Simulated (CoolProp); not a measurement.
Vapour-liquid equilibrium of methanol (1) + water (2) at 0.548 MPa; x and y are mole fractions of (1).

Computed with CoolProp (multi-fluid Helmholtz-energy mixture model, de Reuck 1993 and Wagner 2002; pair parameters Bell 2016).

```
x      bubble temperature (°C)  y at the bubble point  dew temperature at overall composition x (°C)  liquid density (mol/L)
-----  -----------------------  ---------------------  ---------------------------------------------  ----------------------
0.05                     150.5                  0.154                                          153.8                   48.13
0.125                    144.6             (withheld)                                          151.4                   44.70
0.2                      139.7                  0.450                                          148.9                   41.60
0.275                    135.7                  0.546                                          146.3                   38.79
0.35                     132.3                  0.623                                          143.6                   36.25
0.425                    129.4                  0.685                                          140.7                   33.94
0.5                      126.8                  0.738                                          137.7              (withheld)
0.575                    124.6                  0.785                                     (withheld)              (withheld)
0.65                     122.5                  0.827                                          131.0                   28.15
0.725                    120.6                  0.866                                          127.5                   26.54
0.8                      118.8                  0.904                                          123.8                   25.06
0.875                    117.2                  0.940                                          120.2                   23.70
0.95                     115.5                  0.976                                          116.7                   22.44
```

Question: Complete the blanks.

Answer: 
- 0.125, y at the bubble point: 0.324
- 0.5, liquid density (mol/L): 31.83
- 0.575, dew temperature at overall composition x (°C): 134.4
- 0.575, liquid density (mol/L): 29.91

No azeotrope shows between x = 0.05 and 0.95.

The pair parameters rest on a limited set of measurements; away from them the model extrapolates.
